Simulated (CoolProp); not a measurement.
A single-stage vapour-compression cycle with R124: evaporating at 259.15 K (dew point), condensing at 285.15 K (bubble point), superheat 2 K, subcooling 5 K, compressor efficiency 0.8, no pressure losses. Each further row changes one setting.

Model: reference Helmholtz-energy equation of state, de Vries 1995, in CoolProp.

```
case                              cooling COP  pressure ratio  discharge temperature (K)  refrigerating effect (kJ/kg)  volumetric capacity (kJ/m³)
--------------------------------  -----------  --------------  -------------------------  ----------------------------  ---------------------------
as stated                                 [?]            2.70                      292.6                           146                          885
evaporating temperature 264.15 K         9.58            2.19                      291.2                           [?]                          [?]
condensing temperature 280.15 K          9.42            2.27                        [?]                           151                          919
subcooling 10 K                           [?]            2.70                      292.6                           151                          918
superheat 12 K                           7.47            2.70                      302.9                           153                          [?]
compressor efficiency 0.7                6.52            2.70                        [?]                           146                          885
```

Q: Complete the blanks.

A: 
- as stated, cooling COP: 7.45
- evaporating temperature 264.15 K, refrigerating effect (kJ/kg): 149
- evaporating temperature 264.15 K, volumetric capacity (kJ/m³): 1100
- condensing temperature 280.15 K, discharge temperature (K): 286.9
- subcooling 10 K, cooling COP: 7.73
- superheat 12 K, volumetric capacity (kJ/m³): 889
- compressor efficiency 0.7, discharge temperature (K): 296.2
